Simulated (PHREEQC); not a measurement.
Dissolve 0.0013 mol NaHSO4, 0.19 mol K2HPO4 and 0.0023 mol NaCl per kg of water at 25 °C. Closed to the air; pH follows from the charge balance.

The numbers come from PHREEQC with the ion-association model, phreeqc.dat.

Each row changes one thing in this solution. This is a speciation only: nothing precipitates in the calculation.

```json
[
 {"case": "as made", "pH": "8.68", "ionic strength (mol/kgw)": "0.528", "K+ (mol/kgw)": "0.357", "HPO4-2 (mol/kgw)": "0.165", "KHPO4- (mol/kgw)": "0.0225", "Na+ (mol/kgw)": "0.00336", "SI of Sylvite (KCl)": "-4.37", "SI of Halite (NaCl)": "-7.02"},
 {"case": "NaHSO4 replaced by (NH4)2SO4 at the same molality", "pH": "8.88", "ionic strength (mol/kgw)": "0.530", "K+ (mol/kgw)": "0.357", "HPO4-2 (mol/kgw)": "0.166", "KHPO4- (mol/kgw)": "0.0226", "Na+ (mol/kgw)": "0.00215", "SI of Sylvite (KCl)": "-4.37", "SI of Halite (NaCl)": "-7.21"},
 {"case": "temperature from 25 to 90 °C", "pH": "8.38", "ionic strength (mol/kgw)": "0.535", "K+ (mol/kgw)": "0.361", "HPO4-2 (mol/kgw)": "0.168", "KHPO4- (mol/kgw)": "0.0187", "Na+ (mol/kgw)": "0.00340", "SI of Sylvite (KCl)": "-4.68", "SI of Halite (NaCl)": "-7.10"},
 {"case": "temperature from 25 to 45 °C", "pH": "8.59", "ionic strength (mol/kgw)": "0.530", "K+ (mol/kgw)": "0.358", "HPO4-2 (mol/kgw)": "0.166", "KHPO4- (mol/kgw)": "0.0215", "Na+ (mol/kgw)": "0.00337", "SI of Sylvite (KCl)": "-4.48", "SI of Halite (NaCl)": "-7.04"},
 {"case": "diluted 5-fold with water", "pH": "8.91", "ionic strength (mol/kgw)": "0.111", "K+ (mol/kgw)": "0.0741", "HPO4-2 (mol/kgw)": "0.0358", "KHPO4- (mol/kgw)": "0.00182", "Na+ (mol/kgw)": "0.000702", "SI of Sylvite (KCl)": "-5.61", "SI of Halite (NaCl)": "-8.29"},
 {"case": "NaHSO4 replaced by NaF at the same molality", "pH": "9.00", "ionic strength (mol/kgw)": "0.529", "K+ (mol/kgw)": "0.357", "HPO4-2 (mol/kgw)": "0.166", "KHPO4- (mol/kgw)": "0.0226", "Na+ (mol/kgw)": "0.00336", "SI of Sylvite (KCl)": "-4.37", "SI of Halite (NaCl)": "-7.02"},
 {"case": "NaHSO4 from 0.0013 to 0.00195 mol/kgw", "pH": "8.56", "ionic strength (mol/kgw)": "0.528", "K+ (mol/kgw)": "0.357", "HPO4-2 (mol/kgw)": "0.165", "KHPO4- (mol/kgw)": "0.0225", "Na+ (mol/kgw)": "0.00396", "SI of Sylvite (KCl)": "-4.37", "SI of Halite (NaCl)": "-6.94"}
]
```

Complexes and solids missing from the database can't appear. At this temperature some constants are extrapolated from 25 °C, and those without enthalpy data are left unchanged.
